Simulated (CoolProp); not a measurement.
The numbers come from the reference Helmholtz-energy equation of state, Platzer 1990 in CoolProp. This equation is an older, rougher fit; its heat capacities, sound speeds and derivatives of the liquid may be far off and weren't checked against measurements.

Problem. Give the vapour pressure (MPa), liquid density (kg/m³), enthalpy of vaporisation (kJ/kg) of saturated R21 at 130.35 °C.

Solution. 
```tsv
T (°C)	p (MPa)	liquid density (kg/m³)	enthalpy of vaporisation (kJ/kg)
130.35	2.38	1040	146
```
